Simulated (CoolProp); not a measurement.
Vapour-liquid equilibrium of cyclohexane (1) + p-xylene (2) at 106.65 °C; x and y are mole fractions of (1).

Model: multi-fluid Helmholtz-energy mixture model, Zhou 2014 and Zhou 2012; pair parameters Bell 2016, in CoolProp.

| x | bubble pressure, mixture model (kPa) | bubble pressure, Raoult's law (kPa) | y, mixture model | y, Raoult's law |
|---|---|---|---|---|
| 0.05 | 51.22 | 48.35 | 0.253 | 0.215 |
| 0.125 | 67.12 | 60.93 | 0.469 | 0.426 |
| 0.2 | 81.94 | 73.52 | 0.596 | 0.565 |
| 0.275 | 95.80 | 86.10 | 0.681 | 0.664 |
| 0.35 | 108.8 | 98.69 | 0.743 | 0.737 |
| 0.425 | 121.2 | 111.3 | 0.791 | 0.794 |
| 0.5 | 132.9 | 123.9 | 0.829 | 0.839 |
| 0.575 | 144.3 | 136.4 | 0.862 | 0.876 |
| 0.65 | 155.5 | 149.0 | 0.891 | 0.906 |
| 0.725 | 166.4 | 161.6 | 0.916 | 0.932 |
| 0.8 | 177.4 | 174.2 | 0.940 | 0.954 |
| 0.875 | 188.6 | 186.8 | 0.963 | 0.973 |
| 0.95 | 200.0 | 199.4 | 0.985 | 0.990 |

The largest gap from Raoult's law is +11.5 % in bubble pressure, at x = 0.2. No azeotrope shows between x = 0.05 and 0.95.

The pair parameters rest on a limited set of measurements; away from them the model extrapolates.
